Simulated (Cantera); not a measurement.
Feed: 1 mol SiCl4, 0.35 mol Cl2, 47 mol H2, held at 550 °C and 2700 Pa.

These are equilibrium values from Cantera (NASA tables, ideal gas, pure condensed phases), not measurements of a reactor. Candidate condensed phases: Si; 19 gas species. Rates play no part.

Base state: H2 0.963, SiCl4 0.0193, HCl 0.0159, SiHCl3 0.00141 (mole fractions); condensed: gas only.

Task: What changes in the equilibrium state with this change: Cl2 from 0.35 to 0.0062 mol?

Result: 
| species | before | after |
|---|---|---|
| H2 | 0.963 | 0.975 |
| SiCl4 | 0.0193 | 0.0165 |
| HCl | 0.0159 | 0.00466 |
| SiHCl3 | 0.00141 | 0.00418 |
| SiH2Cl2 | 8.68e-6 | 8.90e-5 |
| SiCl3 | 9.53e-6 | 2.81e-5 |
The tables' values for SiCl3 are old estimates; treat these amounts as uncertain.

Task: What changes in the equilibrium state with this change: temperature from 550 °C to 877 °C?

Result: 
| species | before | after |
|---|---|---|
| H2 | 0.963 | 0.939 |
| HCl | 0.0159 | 0.0447 |
| SiCl4 | 0.0193 | 0.00695 |
| SiCl2 | 4.23e-7 | 0.00469 |
| SiCl3 | 9.53e-6 | 0.00173 |
| Si(s), mol | 0 | 0.195 |
The tables' values for SiCl3 are old estimates; treat these amounts as uncertain.

Task: What changes in the equilibrium state with this change: 0.17 mol O2 added?

Result: 
| species | before | after |
|---|---|---|
| H2 | 0.963 | 0.954 |
| HCl | 0.0159 | 0.0291 |
| SiCl4 | 0.0193 | 0.0164 |
| SiHCl3 | 0.00141 | 0.000652 |
| SiO2(α-quartz), mol | 0 | 0.170 |
Further candidate phases: H2O, SiO2.
